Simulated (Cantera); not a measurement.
# Silicon nitride deposition: Si2Cl6 + N2 + H2

Charge: 1 mol Si2Cl6, 0.69 mol N2, a varied amount of H2, equilibrated at 977 °C and 46000 Pa.

Cantera equilibrium calculation (NASA polynomials, part measured and part estimated; ideal gas, pure solids and liquids). Candidate condensed phases: NH4Cl, Si, Si3N4; 28 gas species. The feed counts by its element totals alone. N2 is the only nitrogen source here; it is nearly inert below about 1500 K, so the nitride shown seldom forms there in practice. The tables' values for SiCl3 are old estimates; treat these amounts as uncertain. The numbers say what is thermodynamically allowed, not how fast it happens.

```
n(H2) (mol)   x H2   x HCl  x SiCl4  x SiHCl3      x N2  x SiCl3   x SiCl2  n Si3N4(s)
-----------  -----  ------  -------  --------  --------  -------  --------  ----------
4.4          0.520   0.318    0.144   0.00837   0.00468  0.00386  0.000739       0.330
5.2          0.567   0.293    0.124   0.00854   0.00275  0.00377  0.000820       0.335
6.1          0.610   0.267    0.107   0.00871   0.00159  0.00371  0.000916       0.339
7.3          0.656   0.239   0.0907   0.00888  0.000827  0.00364   0.00105       0.341
8.6          0.695   0.213   0.0773   0.00897  0.000450  0.00357   0.00118       0.343
10           0.728   0.191   0.0664   0.00899  0.000256  0.00350   0.00132       0.343
12           0.764   0.167   0.0547   0.00892  0.000131  0.00339   0.00150       0.344
14           0.791   0.148   0.0462   0.00876   7.51e-5  0.00327   0.00166       0.344
17           0.822   0.128   0.0369   0.00845   3.80e-5  0.00310   0.00186       0.345
20           0.844   0.112   0.0303   0.00810   2.19e-5  0.00293   0.00203       0.345
24           0.866  0.0973   0.0241   0.00762   1.21e-5  0.00272   0.00220       0.345
28           0.882  0.0860   0.0196   0.00716   7.45e-6  0.00253   0.00234       0.345
34           0.900  0.0737   0.0150   0.00652   4.15e-6  0.00228   0.00249       0.345
```
x: gas mole fraction; n: condensed amount in mol.

From 4.4 mol H2 to 34 mol H2 the condensed part is Si3N4(s). The main Si-bearing gas is SiCl4 throughout.
